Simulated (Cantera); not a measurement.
Mixture: CH3OH : O2 : N2 = 1 : 1.07 : 4.61 (molar parts), equivalence ratio 1.4, at 10.0 bar, adiabatic and at constant volume. Ignition delay is the time to a rise of 400 K.

Model: GRI-Mech 3.0 (53 species, 325 reactions), integrated in Cantera. GRI-Mech 3.0 was tuned for natural gas; its chemistry of methanol as a main component is partial and can be far from experiment.

Question: Predict: delay at 1400 K; delay at 1475 K; delay at 1550 K; delay at 1625 K; delay at 1700 K; apparent activation energy between 1550 and 1700 K.

Answer: 
| Item | Value |
|---|---|
| delay at 1400 K | 78.9 µs |
| delay at 1475 K | 34.0 µs |
| delay at 1550 K | 16.3 µs |
| delay at 1625 K | 8.48 µs |
| delay at 1700 K | 4.75 µs |
| apparent activation energy between 1550 and 1700 K | 180 kJ/mol |
